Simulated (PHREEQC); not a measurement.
# Metal-bearing waste water: speciation

Make-up at 25 °C: 0.013 mol/kgw MnSO4 and 0.12 mol/kgw Na2SO4. Closed to the air; pH follows from the charge balance.

Model: ion-association model, phreeqc.dat, run in PHREEQC.

Each row changes one thing in this solution. This is a speciation only: nothing precipitates in the calculation.

```json
[
 {"case": "as made", "pH": "6.88", "ionic strength (mol/kgw)": "0.332", "HSO4- (mol/kgw)": "4.21e-7"},
 {"case": "MnSO4 replaced by K2SO4 at the same molality", "pH": "7.24", "ionic strength (mol/kgw)": "0.338", "HSO4- (mol/kgw)": "1.89e-7"},
 {"case": "temperature from 25 to 90 °C", "pH": "6.33", "ionic strength (mol/kgw)": "0.318", "HSO4- (mol/kgw)": "6.94e-6"},
 {"case": "MnSO4 from 0.013 to 0.0013 mol/kgw", "pH": "7.16", "ionic strength (mol/kgw)": "0.311", "HSO4- (mol/kgw)": "2.17e-7"}
]
```

Complexes and solids missing from the database can't appear. Constants without temperature data keep their 25 °C values here.
